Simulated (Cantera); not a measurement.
An isothermal plug-flow reactor at 898 K and 101000 Pa (inlet), inlet velocity 0.66 m/s, active area per volume 220 1/m; feed 2.77 % CO, 1.93 % O₂, 95.3 % N₂.

Computed with Cantera and Deutschmann's 1995 Pt surface mechanism with GRI-Mech 3.0 gas chemistry. Catalytic surfaces can have several steady states; this one follows from the mechanism file's or the stated starting coverage. Mass transfer to the wall is taken as infinitely fast.

x: gas mole fraction; θ: surface coverage.

```csv
z (m),x CO,x O₂,x H₂O,x CO₂,θ free Pt,θ O*,θ CO*
0.00011,0.0268,0.0188,<1e-12,0.000951,0.280,0.00232,0.718
0.00021,0.0259,0.0184,<1e-12,0.00182,0.283,0.00235,0.714
0.0004,0.0243,0.0176,<1e-12,0.00349,0.291,0.00239,0.706
0.00077,[?],[?],<1e-12,[?],0.309,0.00252,0.688
0.0015,0.0143,0.0126,<1e-12,0.0137,0.362,0.00294,0.635
0.0029,[?],0.00552,<1e-12,0.0281,0.231,0.769,[?]
0.0055,1.98e-11,0.00550,<1e-12,0.0281,0.224,0.776,2.69e-11
0.011,<1e-12,0.00550,<1e-12,0.0281,0.224,0.776,<1e-12
```

Problem. What belongs in the gaps?

Solution. 
- 0.00077, x CO: 0.0210
- 0.00077, x O₂: 0.0160
- 0.00077, x CO₂: 0.00679
- 0.0029, x CO: 4.02e-5
- 0.0029, θ CO*: 5.88e-5
